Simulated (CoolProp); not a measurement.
Properties of octamethyltrisiloxane (MDM) at several states.

The numbers come from the reference Helmholtz-energy equation of state, Thol 2017 in CoolProp.

| T (°C) | p (kPa) | phase | density (kg/m³) | speed of sound (m/s) |
|---|---|---|---|---|
| -10.15 | 55.2 | liquid | (withheld) | (withheld) |
| 214.65 | 352 | gas | 24.74 | (withheld) |
| 188.75 | 1660 | liquid | 636.3 | 427.5 |
| 68.05 | 128 | liquid | 771.4 | 772.7 |
| -71.45 | 311 | liquid | (withheld) | 1265 |
| 189.25 | 391 | liquid | 626.8 | (withheld) |

Problem. Complete the blanks.

Solution. 
- -10.15, density (kg/m³): 850.1
- -10.15, speed of sound (m/s): 1040
- 214.65, speed of sound (m/s): 109.1
- -71.45, density (kg/m³): 910.2
- 189.25, speed of sound (m/s): 396.2
